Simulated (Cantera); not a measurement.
## Equilibrium for hydrogen reduction and annealing atmospheres: V2O3 + H2 + N2

A closed system holds: 1 mol V2O3, 150 mol H2, a varied amount of N2, equilibrated at 150000 Pa.

These are equilibrium values from Cantera (NASA tables, ideal gas, pure condensed phases), not measurements of a reactor. Candidate condensed phases: H2O, V, VN, VO, V2O3, V2O4, V2O5; 28 gas species. Mutual solubility and eutectic melting of coexisting phases are not modelled. VN, VO: taken at fixed stoichiometry. Condensed phases not in the tables: the oxides between V2O3 and V2O5 other than VO2, solid solutions among these carbides, nitrides and lower oxides, V2N. The numbers say what is thermodynamically allowed, not how fast it happens.

Question: Map the stable condensed phases over T = 1373, 1448, 1523, 1598, 1673, 1748, 1823, 1898, 1973, 2048 K and n(N2) in mol = 0.86, 1.2, 1.8, 2.6, 3.7, 5.4, 7.8, 11, 16, 23.

Answer: 
```
T in K \ n(N2) in mol
         0.86  1.2  1.8  2.6  3.7  5.4  7.8   11   16   23
   2048     A    A    A    A    A    A    A    A    A    A
   1973     A    A    A    A    A    A    A    A    A    A
   1898     A    A    A    A    A    A    A    A    A    A
   1823     A    A    A    A    A    A    A    A    A    A
   1748     A    A    A    A    A    A    A    A    A    A
   1673     A    A    A    A    A    A    A    A    A    A
   1598     B    B    B    B    B    B    B    B    B    C
   1523     B    B    B    B    B    B    C    C    C    C
   1448     B    B    C    C    C    C    C    C    C    C
   1373     C    C    C    C    C    C    C    C    C    C
```
A: VO; B: VO + V2O3; C: VN + V2O3.
